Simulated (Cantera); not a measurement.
Counterflow diffusion flame

A counterflow diffusion flame at 0.490 bar, nozzles 20 mm apart: fuel side CH4 = 1 (molar parts) at 500 K, oxidiser side O2 : N2 = 0.26 : 0.74 (molar parts) at 700 K, fuel mass flux 0.71 times the oxidiser's; mixture-averaged transport, no radiation.

Computed with Cantera and GRI-Mech 3.0 (53 species, 325 reactions). GRI-Mech 3.0 has no aromatics or soot, which form on the fuel side of real flames. The maximum strain rate includes the flame's own expansion and is several times the mean.

```
oxidiser flux (kg/m²/s)  max strain (1/s)  mean strain (1/s)  T max (K)  peak x OH  peak x H  peak x NO  peak x CO  peak x C2H2
-----------------------  ----------------  -----------------  ---------  ---------  --------  ---------  ---------  -----------
0.12                                  226               47.1       2293     0.0161   0.00972   0.000477     0.0926       0.0224
0.17                                  306               66.7       2276     0.0157    0.0100   0.000428     0.0904       0.0216
0.23                                  400               90.2       2264     0.0155    0.0103   0.000389     0.0885       0.0210
0.31                                  523                122       2253     0.0153    0.0106   0.000354     0.0871       0.0204
0.42                                  689                165       2243     0.0150    0.0109   0.000317     0.0858       0.0198
0.57                                  909                224       2230     0.0147    0.0111   0.000277     0.0845       0.0190
0.77                                 1200                302       2215     0.0142    0.0112   0.000235     0.0835       0.0180
```
x: mole fraction; the columns are a selection and need not sum to one.
